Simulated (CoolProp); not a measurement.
Properties of R407C at several states (Tc = 359.3 K, pc = 4.632 MPa, ω = 0.363).

The numbers come from the reference Helmholtz-energy equation of state, Lemmon 2003 in CoolProp. It is a pseudo-pure fit of the blend.

```tsv
T (K)	p (MPa)	phase	density (kg/m³)	Joule-Thomson coefficient (K/MPa)	isothermal compressibility (1/MPa)	Prandtl number
472.1	6.41	supercritical	171.8	(withheld)	(withheld)	(withheld)
388.5	0.0133	gas	0.3552	(withheld)	75.25	(withheld)
228.2	0.0461	gas	2.140	(withheld)	22.17	0.860
```

What belongs in the gaps?


- 472.1, Joule-Thomson coefficient (K/MPa): 4.578
- 472.1, isothermal compressibility (1/MPa): 0.1880
- 472.1, Prandtl number: 0.985
- 388.5, Joule-Thomson coefficient (K/MPa): 8.499
- 388.5, Prandtl number: 0.776
- 228.2, Joule-Thomson coefficient (K/MPa): 60.21

Viscosity comes from a separate model (Geller 2000). Thermal conductivity comes from a separate model (Geller 2001).
